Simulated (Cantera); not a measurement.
## Hydrocarbon pyrolysis for carbon deposition

An isothermal, constant-pressure homogeneous reactor starts with CH₄ : N₂ = 1 : 9.2 (molar parts), at 1375 K and 20.0 Torr.

Computed with Cantera and GRI-Mech 3.0 (53 species, 325 reactions). GRI-Mech 3.0 stops at C3 and has no aromatics, soot or wall deposition, so with more carbon than oxygen in the feed, carbon stays in small species such as C2H2 where larger ones or solid carbon would form. Radical loss at walls, strong at low pressure, is not modelled.

```
t (s)      x CH₄    x C₂H₆     x CH₃     x CH₂       x H
--------  ------  --------  --------  --------  --------
7.00e-6   0.0980    <1e-12  4.71e-10    <1e-12  3.76e-10
5.25e-5   0.0980    <1e-12   4.89e-9    <1e-12   1.46e-9
0.000394  0.0980    <1e-12   4.59e-8    <1e-12   1.75e-9
0.00295   0.0980  1.39e-11   3.56e-7    <1e-12   1.75e-9
0.0221    0.0980   5.60e-9   2.67e-6  2.57e-12   1.78e-9
0.166     0.0980   1.39e-6   1.73e-5  1.06e-10   3.03e-9
1.24      0.0976   3.58e-5   6.04e-5   1.26e-9   2.98e-8
9.33      0.0901   4.69e-5   6.84e-5   1.74e-9   4.05e-7
70.0      0.0628   1.38e-5   3.92e-5  8.36e-10   1.51e-6
```
x: mole fraction; the columns are a selection and need not sum to one.

Equilibrium at this temperature and pressure: CH₄ 0.000640, C₂H₆ 6.11e-9, CH₃ 7.39e-7, CH₂ 2.97e-11, H 7.70e-6 (gas phase only).
